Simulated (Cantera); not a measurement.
## Pyrogenic steam for wet oxidation

An isothermal, constant-pressure homogeneous reactor starts with 10.2 % H₂, 9.26 % O₂, 80.6 % N₂, equivalence ratio 0.55, at 1150 K and 100.0 Torr.

Model: the H2/O2 subset of GRI-Mech 3.0, which has no nitrogen chemistry, integrated in Cantera. The temperature is held fixed by assumption; the heat of reaction is taken as removed at once.

```csv
t (s),x H₂,x O₂,x H₂O₂,x O,x OH,x HO₂,x H₂O
0.000200,0.102,0.0926,3.94e-11,1.96e-8,9.72e-9,9.62e-9,1.15e-7
0.000485,0.102,0.0925,5.12e-9,1.34e-5,6.71e-6,1.89e-6,8.35e-5
0.00118,0.00953,0.0506,4.19e-7,0.00899,0.00231,5.55e-6,0.0757
0.00285,0.00397,0.0455,6.31e-7,0.00288,0.00140,5.37e-6,0.0980
0.00691,0.000776,0.0440,6.60e-7,0.000488,0.000559,4.26e-6,0.106
0.0168,9.96e-5,0.0439,3.07e-7,5.82e-5,0.000187,1.78e-6,0.107
0.0406,1.44e-5,0.0439,9.81e-8,8.86e-6,7.35e-5,4.24e-7,0.107
0.0985,2.84e-6,0.0439,3.14e-8,1.94e-6,3.46e-5,1.03e-7,0.107
0.239,7.41e-7,0.0439,1.09e-8,5.56e-7,1.85e-5,3.04e-8,0.107
0.579,2.35e-7,0.0439,4.07e-9,1.86e-7,1.07e-5,1.04e-8,0.107
1.40,8.40e-8,0.0439,1.60e-9,6.87e-8,6.49e-6,4.06e-9,0.107
3.40,3.25e-8,0.0439,6.53e-10,2.70e-8,4.07e-6,1.99e-9,0.107
8.25,1.39e-8,0.0439,2.87e-10,1.15e-8,2.66e-6,1.42e-9,0.107
20.0,7.51e-9,0.0439,1.55e-10,6.09e-9,1.93e-6,1.40e-9,0.107
```
x: mole fraction; the columns are a selection and need not sum to one.

Equilibrium at this temperature and pressure: H₂ 6.07e-9, O₂ 0.0439, H₂O₂ 1.23e-10, O 4.80e-9, OH 1.71e-6, HO₂ 1.45e-9, H₂O 0.107 (gas phase only).
